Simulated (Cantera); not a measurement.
## Equilibrium for silicon etching in halogen gases: Si + NF3 + N2

Charge: 1 mol Si, 2.5 mol NF3, 0.19 mol N2, at 78.0 mbar.

Cantera equilibrium calculation (NASA polynomials, part measured and part estimated; ideal gas, pure solids and liquids). Candidate condensed phases: Si, Si3N4; 16 gas species. Kinetics and transport are ignored.

```csv
T (K),x F,x F2,x N2,x SiF4,x NF3
850,0.0354,0.333,0.329,0.248,0.0550
950,0.119,0.325,0.322,0.226,0.00758
1050,0.268,0.227,0.297,0.207,0.000894
1150,0.430,0.112,0.270,0.187,8.30e-5
1250,0.529,0.0425,0.253,0.176,6.42e-6
1350,0.568,0.0150,0.246,0.171,5.38e-7
1450,0.581,0.00563,0.244,0.169,5.70e-8
1550,0.586,0.00234,0.243,0.169,7.83e-9
```
x: gas mole fraction; nothing condenses.

From 850 K to 1550 K nothing is condensed. The main Si-bearing gas is SiF4 throughout.
